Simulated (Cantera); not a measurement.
Silicon nitride deposition: SiH4 + N2

Input: 1 mol SiH4, 63 mol N2, at 0.150 bar.

Cantera equilibrium calculation (NASA polynomials, part measured and part estimated; ideal gas, pure solids and liquids). Candidate condensed phases: Si, Si3N4; 18 gas species. N2 is the only nitrogen source here; it is nearly inert below about 1500 K, so the nitride shown seldom forms there in practice. The tables' values for SiN are old estimates; treat these amounts as uncertain. The numbers say what is thermodynamically allowed, not how fast it happens.

From 800 K to 1900 K the condensed part is Si3N4(s). From 2000 K to 2100 K the condensed part is Si(l).

| T (K) | x N2 | x H2 | x H | x Si | x Si2N | x SiN | x SiH | n Si3N4(s) | n Si(l) |
|---|---|---|---|---|---|---|---|---|---|
| 800 | 0.969 | 0.0311 | 1.32e-12 | <1e-12 | <1e-12 | <1e-12 | <1e-12 | 0.333 | 0 |
| 900 | 0.969 | 0.0311 | 5.32e-11 | <1e-12 | <1e-12 | <1e-12 | <1e-12 | 0.333 | 0 |
| 1000 | 0.969 | 0.0311 | 1.03e-9 | <1e-12 | <1e-12 | <1e-12 | <1e-12 | 0.333 | 0 |
| 1100 | 0.969 | 0.0311 | 1.18e-8 | <1e-12 | <1e-12 | <1e-12 | <1e-12 | 0.333 | 0 |
| 1200 | 0.969 | 0.0311 | 8.98e-8 | <1e-12 | <1e-12 | <1e-12 | <1e-12 | 0.333 | 0 |
| 1300 | 0.969 | 0.0311 | 5.04e-7 | <1e-12 | <1e-12 | <1e-12 | <1e-12 | 0.333 | 0 |
| 1400 | 0.969 | 0.0311 | 2.21e-6 | 6.36e-12 | <1e-12 | 4.92e-12 | 2.17e-12 | 0.333 | 0 |
| 1500 | 0.969 | 0.0311 | 8.01e-6 | 3.32e-10 | 1.16e-12 | 1.63e-10 | 7.28e-11 | 0.333 | 0 |
| 1600 | 0.969 | 0.0311 | 2.47e-5 | 1.05e-8 | 9.38e-11 | 3.45e-9 | 1.56e-9 | 0.333 | 0 |
| 1700 | 0.969 | 0.0311 | 6.70e-5 | 2.20e-7 | 4.46e-9 | 5.08e-8 | 2.32e-8 | 0.333 | 0 |
| 1800 | 0.969 | 0.0310 | 0.000163 | 3.27e-6 | 1.37e-7 | 5.51e-7 | 2.54e-7 | 0.333 | 0 |
| 1900 | 0.969 | 0.0309 | 0.000360 | 3.63e-5 | 2.89e-6 | 4.63e-6 | 2.14e-6 | 0.332 | 0 |
| 2000 | 0.969 | 0.0304 | 0.000732 | 0.000290 | 3.78e-5 | 2.88e-5 | 1.33e-5 | 0 | 0.973 |
| 2100 | 0.968 | 0.0300 | 0.00139 | 0.000889 | 8.44e-5 | 7.03e-5 | 3.24e-5 | 0 | 0.922 |
x: gas mole fraction; n: condensed amount in mol.
